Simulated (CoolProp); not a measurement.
Aqueous sodium chloride as a coolant, 13 % by mass, freezing at -9.0 °C, 1 atm.

Model: Melinder's fits for secondary coolants, in CoolProp.

```
T (°C)  Prandtl number  cp (kJ/(kg K))  viscosity (mPa s)  conductivity (W/(m K))
------  --------------  --------------  -----------------  ----------------------
-6.1              17.8           3.567               2.71                   0.544
-0.9              14.8           3.579               2.28                   0.552
4.2               12.5           3.590               1.95                   0.560
9.4               10.6           3.600               1.67                   0.569
14.5              9.13           3.609               1.46                   0.577
19.7              7.93           3.617               1.28                   0.585
24.8              6.98           3.623               1.14                   0.593
30                6.19           3.629               1.03                   0.602
35.1              5.56           3.634              0.934                   0.610
```
